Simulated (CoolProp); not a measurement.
R507A at several states: fugacity coefficient from the reference equation and from simpler models built on Tc = 70.6 °C, pc = 3.705 MPa, ω = 0.286; each cubic takes its own stable root.

Values from CoolProp's reference Helmholtz-energy equation of state, Lemmon 2003. It is a pseudo-pure fit of the blend.

| T (°C) | p (MPa) | phase | reference |
|---|---|---|---|
| 131.85 | 3.47 | gas | 0.8216 |
| -49.55 | 2.91 | liquid | 0.03257 |
| 90.25 | 0.0737 | gas | 0.9941 |
| 119.35 | 0.0256 | gas | 0.9984 |

Q: How far does each simpler model (van der Waals, Redlich-Kwong, Soave-Redlich-Kwong, Peng-Robinson) lie from the reference over these 4 states: mean and median of the absolute difference, and the worst?

A: 
- van der Waals: mean 115.1 %, median 0.2 %, worst +460.0 % at -49.55 °C and 2.91 MPa
- Redlich-Kwong: mean 23.4 %, median 0.5 %, worst +92.5 % at -49.55 °C and 2.91 MPa
- Soave-Redlich-Kwong: mean 0.9 %, median 0.8 %, worst +1.9 % at -49.55 °C and 2.91 MPa
- Peng-Robinson: mean 0.6 %, median 0.5 %, worst -1.2 % at 131.85 °C and 3.47 MPa
